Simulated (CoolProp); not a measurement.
Vapour-liquid equilibrium of R1234yf (1) + isobutane (2) at -37.65 °C; x and y are mole fractions of (1).

Computed with CoolProp (multi-fluid Helmholtz-energy mixture model, Lemmon 2022 and Bücker 2006; pair parameters Bell 2016).

```json
[
 {"x": "0.05", "bubble pressure (kPa)": "42.65", "y at the bubble point": "0.273", "dew pressure at overall composition x (kPa)": "33.82", "liquid density (mol/L)": "10.70"},
 {"x": "0.15", "bubble pressure (kPa)": "55.47", "y at the bubble point": "0.481", "dew pressure at overall composition x (kPa)": "37.31", "liquid density (mol/L)": "10.71"},
 {"x": "0.25", "bubble pressure (kPa)": "62.31", "y at the bubble point": "0.566", "dew pressure at overall composition x (kPa)": "41.53", "liquid density (mol/L)": "10.73"},
 {"x": "0.35", "bubble pressure (kPa)": "66.22", "y at the bubble point": "0.615", "dew pressure at overall composition x (kPa)": "46.74", "liquid density (mol/L)": "10.76"},
 {"x": "0.45", "bubble pressure (kPa)": "68.72", "y at the bubble point": "0.650", "dew pressure at overall composition x (kPa)": "53.18", "liquid density (mol/L)": "10.80"},
 {"x": "0.55", "bubble pressure (kPa)": "70.52", "y at the bubble point": "0.684", "dew pressure at overall composition x (kPa)": "60.96", "liquid density (mol/L)": "10.86"},
 {"x": "0.65", "bubble pressure (kPa)": "71.85", "y at the bubble point": "0.721", "dew pressure at overall composition x (kPa)": "68.70", "liquid density (mol/L)": "10.93"},
 {"x": "0.75", "bubble pressure (kPa)": "72.65", "y at the bubble point": "0.769", "dew pressure at overall composition x (kPa)": "72.44", "liquid density (mol/L)": "11.01"},
 {"x": "0.85", "bubble pressure (kPa)": "72.61", "y at the bubble point": "0.835", "dew pressure at overall composition x (kPa)": "72.48", "liquid density (mol/L)": "11.10"},
 {"x": "0.95", "bubble pressure (kPa)": "71.16", "y at the bubble point": "0.933", "dew pressure at overall composition x (kPa)": "70.80", "liquid density (mol/L)": "11.21"}
]
```

y crosses x between x = 0.75 and 0.85: the model has an azeotrope there.

The pair parameters rest on a limited set of measurements; away from them the model extrapolates.
